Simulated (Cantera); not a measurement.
An isothermal, constant-pressure homogeneous reactor starts with NO : N2 = 1 : 15 (molar parts), at 1775 K and 24.8 Torr. Integrator tolerance rtol = 1e-08.

Computed with Cantera and GRI-Mech 3.0 (53 species, 325 reactions). Radical loss at walls, strong at low pressure, is not modelled.

Q: What does this change do: pressure from 24.8 Torr to 100.0 Torr?

A: 
| quantity | before | after |
|---|---|---|
| x(NO) at 100 s | 0.0537 (gas-phase equilibrium 0.00161) | 0.0383 (gas-phase equilibrium 0.00162) |
| x(O) at 100 s | 3.86e-5 (gas-phase equilibrium 9.24e-5) | 2.97e-5 (gas-phase equilibrium 4.60e-5) |
| x(N2O) at 100 s | 1.10e-6 (gas-phase equilibrium 1.88e-8) | 5.90e-7 (gas-phase equilibrium 3.77e-8) |
| x(O2) at 100 s | 0.00440 (gas-phase equilibrium 0.0304) | 0.0121 (gas-phase equilibrium 0.0304) |
| x(N2) at 100 s | 0.942 (gas-phase equilibrium 0.968) | 0.950 (gas-phase equilibrium 0.968) |

Q: What does this change do: temperature 1775 to 1748 K?

A: 
```tsv
quantity	before	after
x(NO) at 100 s	0.0537 (gas-phase equilibrium 0.00161)	0.0564 (gas-phase equilibrium 0.00147)
x(O) at 100 s	3.86e-5 (gas-phase equilibrium 9.24e-5)	2.54e-5 (gas-phase equilibrium 7.09e-5)
x(N2O) at 100 s	1.10e-6 (gas-phase equilibrium 1.88e-8)	1.20e-6 (gas-phase equilibrium 1.71e-8)
x(O2) at 100 s	0.00440 (gas-phase equilibrium 0.0304)	0.00304 (gas-phase equilibrium 0.0305)
x(N2) at 100 s	0.942 (gas-phase equilibrium 0.968)	0.941 (gas-phase equilibrium 0.968)
```
